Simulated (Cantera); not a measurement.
Feed: 1 mol AlN, 3.7 mol O₂, equilibrated at 1350 °C and 0.210 bar.

Equilibrium computed with Cantera from the NASA thermochemical tables; the gas is ideal and each condensed phase is pure. Candidate condensed phases: Al, AlN, Al₂O₃; 16 gas species. Rates play no part.

Base state: O₂ 0.854, N₂ 0.144, NO 0.00184, O 3.84e-5 (mole fractions); condensed: Al₂O₃(s).

Problem. What changes in the equilibrium state with this change: AlN replaced by Si₃N₄?

Solution. 
```csv
species,before,after
N₂,0.144,0.740
O₂,0.854,0.258
NO,0.00184,0.00229
O,3.84e-5,2.11e-5
"Al₂O₃(s), mol",0.500,0
"SiO₂(β-quartz), mol",0,3.00
```
The tables hold silica as quartz up to 1696 K and as liquid above; real silica turns to tridymite and cristobalite and melts near 1996 K. Further candidate phases: Si, SiO₂, Si₂N₂O, Si₃N₄.
